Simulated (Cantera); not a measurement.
Input: 1 mol SiO2, 1.9 mol Al2O3, 1.5 mol N2, at 2023.15 K.

Cantera equilibrium calculation (NASA polynomials, part measured and part estimated; ideal gas, pure solids and liquids). Candidate condensed phases: Al, AlN, Al2O3, Al2SiO5, Al6Si2O13, Si, SiO2, Si2N2O, Si3N4; 23 gas species. Mutual solubility and eutectic melting of coexisting phases are not modelled. Condensed phases not in the tables: alloys, solid solutions and most ternary compounds. Rates play no part.

**Question.** At 32.0 mbar, list the 4 most abundant gas species with their mole fractions, and the condensed phases.

**Answer.** N2 0.999, SiO 0.000299, NO 0.000151, O2 5.70e-5. Condensed: Al2O3(s) + Al6Si2O13(mullite).
